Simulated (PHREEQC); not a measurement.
Buffer (model solution)

Consider water at 25 °C with 0.0023 mol NaHSO4, 0.00027 mol KOH and 0.17 mol LiCl per kg of water. Closed to the air; pH follows from the charge balance.

Model: Pitzer model, pitzer.dat, run in PHREEQC.

Each row changes one thing in this solution. This is a speciation only: nothing precipitates in the calculation.

```tsv
case	pH	SO4-2 (mol/kgw)	HSO4- (mol/kgw)	SI of Mirabilite (Na2SO4:10H2O)	SI of Thenardite (Na2SO4)
as made	2.81	0.00218	0.000118	-7.56	-8.48
diluted 5-fold with water	3.47	0.000452	8.40e-6	-9.26	[?]
KOH left out	2.76	0.00217	0.000133	-7.57	-8.48
LiCl left out	[?]	0.00205	0.000246	-6.95	-7.89
NaHSO4 from 0.0023 to 0.00046 mol/kgw	3.82	0.000458	2.47e-6	-9.63	-10.54
KOH from 0.00027 to 2.7e-05 mol/kgw	2.76	0.00217	0.000131	-7.57	-8.48
diluted 100-fold with water	4.71	2.30e-5	3.66e-8	-12.80	-13.74
```

Task: Fill in the missing entries.

Result: 
- diluted 5-fold with water, SI of Thenardite (Na2SO4): -10.19
- LiCl left out, pH: 2.79
